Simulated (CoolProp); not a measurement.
A closed Brayton cycle with nitrogen: compressor inlet 323.15 K and 0.96 MPa, high pressure 3.3 MPa, turbine inlet 735 K, compressor efficiency 0.89, turbine efficiency 0.93, recuperator effectiveness 0.8 (on enthalpy, no pinch check). Each further row changes one setting.

The numbers come from the reference Helmholtz-energy equation of state, Span 2000 in CoolProp.

| case | thermal efficiency (%) | net work (kJ/kg) | compressor to turbine work | compressor exit (K) | turbine exit (K) |
|---|---|---|---|---|---|
| as stated | [?] | 53.8 | 0.75 | 476.7 | 538.4 |
| turbine inlet 685 K | [?] | 39.0 | 0.80 | 476.7 | [?] |
| compressor inlet 333.15 K | 21.7 | [?] | 0.77 | [?] | 538.4 |
| high pressure 2.8 MPa | 25.3 | [?] | [?] | 453.1 | [?] |
| recuperator effectiveness 0.5 | 21.7 | 53.8 | 0.75 | 476.7 | 538.4 |

Question: Complete the blanks.

Answer: 
- as stated, thermal efficiency (%): 23.6
- turbine inlet 685 K, thermal efficiency (%): 18.9
- turbine inlet 685 K, turbine exit (K): 500.3
- compressor inlet 333.15 K, net work (kJ/kg): 48.8
- compressor inlet 333.15 K, compressor exit (K): 491.2
- high pressure 2.8 MPa, net work (kJ/kg): 54.1
- high pressure 2.8 MPa, compressor to turbine work: 0.71
- high pressure 2.8 MPa, turbine exit (K): 561.3
